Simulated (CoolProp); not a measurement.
Hydrogen chloride at several states: fugacity coefficient from the reference equation and from simpler models built on Tc = 51.5 °C, pc = 8314 kPa, ω = 0.130; each cubic takes its own stable root.

Model: reference Helmholtz-energy equation of state, Thol 2018, in CoolProp.

| T (°C) | p (kPa) | phase | reference | Redlich-Kwong | Soave-Redlich-Kwong |
|---|---|---|---|---|---|
| 13.65 | 120 | gas | 0.9920 | 0.9930 | 0.9929 |
| 3.55 | 67.3 | gas | 0.9950 | 0.9957 | 0.9955 |
| -12.55 | 36500 | liquid | 0.07416 | 0.09331 | 0.08425 |
| 171.35 | 49.9 | gas | 0.9992 | 0.9992 | 0.9993 |
| 345.55 | 30500 | supercritical | 0.8964 | 0.8966 | 0.9639 |
